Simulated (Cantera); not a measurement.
## Ta + N2 + N2O (tantalum, niobium, vanadium and zirconium in process gases)

A closed system holds: 1 mol Ta, 8.6 mol N2, 2.8 mol N2O, equilibrated at 2673 K.

Equilibrium computed with Cantera from the NASA thermochemical tables; the gas is ideal and each condensed phase is pure. Candidate condensed phases: Ta, Ta2O5; 12 gas species. Equilibrium is a limit: real reactors are often held back by kinetics, nucleation or transport.

From 0.100 Pa to 130 Pa nothing is condensed. From 770 Pa to 1000000 Pa the condensed part is Ta2O5(l). The main Ta-bearing gas is TaO at 0.100 Pa and TaO2 at 1000000 Pa.

```csv
P (Pa),x N2,x O,x TaO2,x TaO,x O2,x NO,n Ta2O5(l)
0.100,0.807,0.121,0.00609,0.0647,1.42e-5,0.000254,0
0.600,0.821,0.105,0.0238,0.0483,6.43e-5,0.000546,0
3.60,0.844,0.0805,0.0513,0.0228,0.000226,0.00104,0
22,0.859,0.0630,0.0690,0.00640,0.000844,0.00202,0
130,0.865,0.0516,0.0746,0.00143,0.00334,0.00403,0
770,0.903,0.0307,0.0527,0.000287,0.00699,0.00597,0.167
4600,0.971,0.0114,0.00591,1.45e-5,0.00578,0.00563,0.465
28000,0.981,0.00520,0.000583,5.15e-7,0.00731,0.00636,0.497
170000,0.982,0.00227,5.90e-5,1.97e-8,0.00843,0.00683,0.500
1000000,0.983,0.000964,6.35e-6,8.47e-10,0.00897,0.00705,0.500
```
x: gas mole fraction; n: condensed amount in mol.
